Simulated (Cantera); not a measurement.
An isothermal, constant-pressure homogeneous reactor starts with H2 : O2 : N2 = 0.0063 : 1 : 4.8 (molar parts), equivalence ratio 0.0032, at 1000 K and 190 Pa.

Model: GRI-Mech 3.0 (53 species, 325 reactions), integrated in Cantera. Radical loss at walls, strong at low pressure, is not modelled.

x: mole fraction; the columns are a selection and need not sum to one.

```json
[
 {"t (s)": "0.000100", "x H2": "0.00109", "x O2": "0.172", "x N2O": "<1e-12", "x H2O": "<1e-12", "x OH": "<1e-12", "x O": "<1e-12"},
 {"t (s)": "0.000374", "x H2": "0.00109", "x O2": "0.172", "x N2O": "<1e-12", "x H2O": "<1e-12", "x OH": "<1e-12", "x O": "<1e-12"},
 {"t (s)": "0.00140", "x H2": "0.00109", "x O2": "0.172", "x N2O": "<1e-12", "x H2O": "<1e-12", "x OH": "<1e-12", "x O": "<1e-12"},
 {"t (s)": "0.00523", "x H2": "0.00109", "x O2": "0.172", "x N2O": "<1e-12", "x H2O": "<1e-12", "x OH": "<1e-12", "x O": "<1e-12"},
 {"t (s)": "0.0196", "x H2": "0.00109", "x O2": "0.172", "x N2O": "<1e-12", "x H2O": "<1e-12", "x OH": "3.58e-12", "x O": "4.17e-12"},
 {"t (s)": "0.0731", "x H2": "0.00109", "x O2": "0.172", "x N2O": "<1e-12", "x H2O": "2.19e-11", "x OH": "2.30e-11", "x O": "3.51e-11"},
 {"t (s)": "0.273", "x H2": "0.00109", "x O2": "0.172", "x N2O": "<1e-12", "x H2O": "1.44e-9", "x OH": "7.43e-10", "x O": "1.36e-9"},
 {"t (s)": "1.02", "x H2": "[?]", "x O2": "0.172", "x N2O": "4.19e-12", "x H2O": "0.000148", "x OH": "5.84e-5", "x O": "0.000127"},
 {"t (s)": "3.82", "x H2": "[?]", "x O2": "0.171", "x N2O": "7.90e-10", "x H2O": "0.00104", "x OH": "4.00e-5", "x O": "0.000825"},
 {"t (s)": "14.3", "x H2": "[?]", "x O2": "0.171", "x N2O": "1.96e-9", "x H2O": "0.00105", "x OH": "3.25e-5", "x O": "0.000541"},
 {"t (s)": "53.5", "x H2": "[?]", "x O2": "0.172", "x N2O": "2.52e-9", "x H2O": "0.00107", "x OH": "1.88e-5", "x O": "0.000180"},
 {"t (s)": "200", "x H2": "[?]", "x O2": "0.172", "x N2O": "2.73e-9", "x H2O": "0.00108", "x OH": "7.22e-6", "x O": "2.64e-5"}
]
```

Question: What belongs in the gaps?

Answer: 
- 1.02, x H2: 0.000898
- 3.82, x H2: 3.09e-6
- 14.3, x H2: 2.03e-6
- 53.5, x H2: 6.78e-7
- 200, x H2: 9.81e-8
